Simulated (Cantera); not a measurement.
What does this Cantera script print?

```python
import numpy as np
import cantera as ct

gas_names = """
    C CH CH2 CH3 CH4 CN C2 C2H C2H2,acetylene C2H2,vinylidene C2H3,vinyl CH3CN C2H4 C2H5 C2H6 CCN CNC
    C2N2 C3 C3H3,propargyl C3H4,allene C3H4,propyne C3H4,cyclo- C3H5,allyl C3H6,propylene C3H6,cyclo-
    C3H7,n-propyl C3H7,i-propyl C3H8 C4 C4H2 C4H4,1,3-cyclo- C4H6,butadiene C4H6,2-butyne C4H6,cyclo-
    C4H8,1-butene C4H8,cis2-buten C4H8,tr2-butene C4H8,isobutene C4H8,cyclo- C4H9,n-butyl C4H9,i-butyl
    C4H9,s-butyl C4H9,t-butyl C4H10,isobutane C4H10,n-butane C4N2 C5 C5H6,1,3cyclo- C5H8,cyclo-
    C5H10,1-pentene C5H10,cyclo- C5H11,pentyl C5H11,t-pentyl C5H12,n-pentane C5H12,i-pentane
    CH3C(CH3)2CH3 C6H2 C6H5,phenyl C6H6 C6H10,cyclo- C6H12,1-hexene C6H12,cyclo- C6H13,n-hexyl
    C7H7,benzyl C7H8 C7H14,1-heptene C7H15,n-heptyl C7H16,n-heptane C8H8,styrene C8H10,ethylbenz
    C8H16,1-octene C8H17,n-octyl C8H18,isooctane C8H18,n-octane C9H19,n-nonyl C10H8,naphthale
    C10H21,n-decyl C12H9,o-bipheny C12H10,bipheny H HCN HCCN HNC H2 N NH NH2 NH3 N2 N2H2 N2H4
""".split()
cond_names = """
    C(gr) C6H6(L) C7H8(L) C8H18(L),n-octa
""".split()


def load(file, names, dense=False):
    # The tables refer to 1 bar. Condensed volumes are neglected.
    table = {s.name: s for s in ct.Species.list_from_file(file)}
    out = []
    for n in names:
        d = dict(table[n].input_data)
        d["thermo"] = dict(d["thermo"], **{"reference-pressure": 1e5})
        if dense:
            d["equation-of-state"] = {"model": "constant-volume", "density": "1e6 g/cm^3"}
        out.append(ct.Species.from_dict(d))
    return out


gas = ct.Solution(thermo="ideal-gas", species=load("nasa_gas.yaml", gas_names))
cond = {s.name: ct.Solution(thermo="fixed-stoichiometry", species=[s], name=s.name)
        for s in load("nasa_condensed.yaml", cond_names, dense=True)}
atoms = {
    'n-butane': {'C': 4, 'H': 10},
    'NH3': {'N': 1, 'H': 3},
    'H2': {'H': 2},
}
top_T = {'C(gr)': 4500}  # K; cautious upper limits of use, not melting points


def equilibrate(T, P, feed):
    n = {}
    for name, mol in feed.items():
        for a, k in atoms[name].items():
            n[a] = n.get(a, 0.0) + k * mol
    gas.TPX = T, P, n
    mass = sum(n.values()) * gas.mean_molecular_weight
    gas.equilibrate("TP")
    valid = [c for c in cond.values() if c.min_temp <= T <= top_T.get(c.name, c.max_temp)]
    mix = ct.Mixture([(gas, mass / gas.mean_molecular_weight)] + [(c, 0.0) for c in valid])
    mix.T, mix.P = T, P
    mix.equilibrate("TP", solver="vcs", rtol=1e-11, max_steps=5000)
    return mix


results = []
feed = {'n-butane': 1, 'NH3': 2.7, 'H2': 2.4}  # mol
T = 1050  # K
P = 10000  # Pa
mix = equilibrate(T, P, feed)
results.append((T, P, feed, dict(zip(mix.species_names, mix.species_moles))))
print(gas.report(threshold=0.0001))
for i in range(1, mix.n_phases):
    print(f"{mix.phase(i).name:16s} {mix.phase_moles(i):12.5e} mol")
```

Result:

```
       temperature   1050 K
          pressure   10000 Pa
           density   0.0055372 kg/m^3
  mean mol. weight   4.834 kg/kmol
   phase of matter   gas

                          1 kg             1 kmol
                     ---------------   ---------------
          enthalpy        4.5614e+06         2.205e+07  J
   internal energy        2.7554e+06         1.332e+07  J
           entropy             40724        1.9686e+05  J/K
    Gibbs function       -3.8199e+07       -1.8466e+08  J
 heat capacity c_p              6387             30875  J/K
 heat capacity c_v              4667             22560  J/K

                      mass frac. Y      mole frac. X     chem. pot. / RT
                     ---------------   ---------------   ---------------
               CH4          0.015034           0.00453           -41.689
                H2           0.37097           0.88951           -20.048
                N2           0.61394           0.10594           -29.537
     [  +89 minor]        6.0379e-05        1.5103e-05

C(gr)             3.94223e+00 mol
```

Method: chemical equilibrium by Gibbs-energy minimisation in Cantera with the NASA 1993 tables (ideal gas, pure condensed phases).
